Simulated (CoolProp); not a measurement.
Vapour-liquid equilibrium of n-butane (1) + cis-2-butene (2) at 344.4 K; x and y are mole fractions of (1).

Computed with CoolProp (multi-fluid Helmholtz-energy mixture model, Bücker 2006 and Lemmon 2005; pair parameters Bell 2016).

```csv
x,bubble pressure (bar),y at the bubble point,dew pressure at overall composition x (bar),liquid density (mol/L)
0.05,7.681,0.057,7.674,9.838
0.15,7.801,0.165,7.785,9.717
0.25,[?],0.269,[?],[?]
0.35,7.990,0.369,7.974,[?]
0.45,8.064,0.467,8.052,9.379
0.55,8.128,0.565,8.119,9.274
0.65,8.183,[?],8.177,9.171
0.75,8.230,[?],8.227,9.072
0.85,8.272,0.855,8.270,8.975
0.95,8.309,0.952,8.308,8.880
```

Question: Fill in the missing entries.

Answer: 
- 0.25, bubble pressure (bar): 7.903
- 0.25, dew pressure at overall composition x (bar): 7.885
- 0.25, liquid density (mol/L): 9.600
- 0.35, liquid density (mol/L): 9.488
- 0.65, y at the bubble point: 0.661
- 0.75, y at the bubble point: 0.758

No azeotrope shows between x = 0.05 and 0.95.

Pair parameters are fitted to limited data, so mixtures are less certain than the pure fluids.
